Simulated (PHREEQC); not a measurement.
**Copper plating or etch bath: speciation**

Dissolve 0.0098 mol/kgw Cu(BF4)2 and 0.00051 mol/kgw H2SO4 at 25 °C. Closed to the air; pH follows from the charge balance.

The numbers come from PHREEQC with the ion-association model, phreeqc.dat.

```
Property                  Result
----------------  --------------
pH                          2.75
ionic strength    0.0309 mol/kgw
total alkalinity    -59.8 meq/kg
```

```
species  molality  activity   log γ
-------  --------  --------  ------
BF4-       0.0167    0.0141  -0.071
Cu+2      0.00944   0.00511  -0.266
HF        0.00475   0.00478   0.003
F-        0.00211   0.00178  -0.075
H+        0.00205   0.00179  -0.059
BF3OH-    0.00128   0.00109  -0.071
```

This is a speciation only: nothing precipitates in the calculation. Real BF4- forms and hydrolyses slowly; the run takes it at equilibrium.
